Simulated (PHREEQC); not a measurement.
Dissolve 0.0017 mol/kgw H2S and 0.0013 mol/kgw ZnCl2 at 25 °C. Closed to the air; pH follows from the charge balance.

Model: ion-association model, phreeqc.dat, run in PHREEQC.

Each row changes one thing in this solution. This is a speciation only: nothing precipitates in the calculation.

| case | pH | ionic strength (mol/kgw) | H2S (mol/kgw) | HS- (mol/kgw) |
|---|---|---|---|---|
| as made | 2.91 | 0.00325 | 0.000407 | 4.07e-8 |
| H2S from 0.0017 to 0.0085 mol/kgw | 2.62 | 0.00262 | 0.00595 | 2.97e-7 |
| ZnCl2 left out | 4.86 | 1.40e-5 | 0.00169 | 1.40e-5 |
| temperature from 25 to 35 °C | 2.89 | 0.00321 | 0.000343 | 4.29e-8 |
| diluted 5-fold with water | 3.60 | 0.000650 | 7.96e-5 | 3.70e-8 |

Some of these states are supersaturated (in Sphalerite (slow to form), for instance).
